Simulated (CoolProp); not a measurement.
Vapour pressure (MPa) of isopentane: the reference equation beside estimates from Tc = 187.2 °C, pc = 3.378 MPa, ω = 0.227. Clausius-Clapeyron is anchored at 28.35 °C with a constant enthalpy of vaporisation of 24.74 kJ/mol.

Computed with CoolProp (reference Helmholtz-energy equation of state, Lemmon 2006). It is a short technical equation, of lower accuracy than the large ones.

| T (°C) | reference | Lee-Kesler | Clausius-Clapeyron | van der Waals | Redlich-Kwong | Soave-Redlich-Kwong | Peng-Robinson |
|---|---|---|---|---|---|---|---|
| 28.35 | 0.1032 | 0.1023 | 0.1032 | 0.4780 | 0.1641 | 0.1025 | 0.1030 |
| 42.55 | 0.1641 | 0.1638 | 0.1608 | 0.6094 | 0.2478 | 0.1637 | 0.1636 |
| 56.85 | 0.2502 | 0.2508 | 0.2419 | 0.7637 | 0.3599 | 0.2507 | 0.2493 |
| 71.05 | 0.3661 | 0.3680 | 0.3510 | 0.9401 | 0.5031 | 0.3682 | 0.3649 |
| 85.25 | 0.5184 | 0.5217 | 0.4943 | 1.141 | 0.6825 | 0.5232 | 0.5173 |
| 99.45 | 0.7136 | 0.7181 | 0.6783 | 1.367 | 0.9021 | 0.7224 | 0.7133 |
| 113.65 | 0.9587 | 0.9641 | 0.9093 | 1.619 | 1.166 | 0.9728 | 0.9603 |
| 127.85 | 1.261 | 1.267 | 1.194 | 1.898 | 1.478 | 1.282 | 1.266 |
| 142.05 | 1.629 | 1.635 | 1.539 | 2.206 | 1.841 | 1.657 | 1.639 |
| 156.25 | 2.074 | 2.079 | 1.950 | 2.542 | 2.260 | 2.106 | 2.088 |

Absolute difference from the reference over all 10 rows, mean and median: Lee-Kesler 0.5 and 0.5 %, Clausius-Clapeyron 4.1 and 4.8 %, van der Waals 138.6 and 105.8 %, Redlich-Kwong 31.0 and 29.0 %, Soave-Redlich-Kwong 1.0 and 1.1 %, Peng-Robinson 0.3 and 0.3 %.
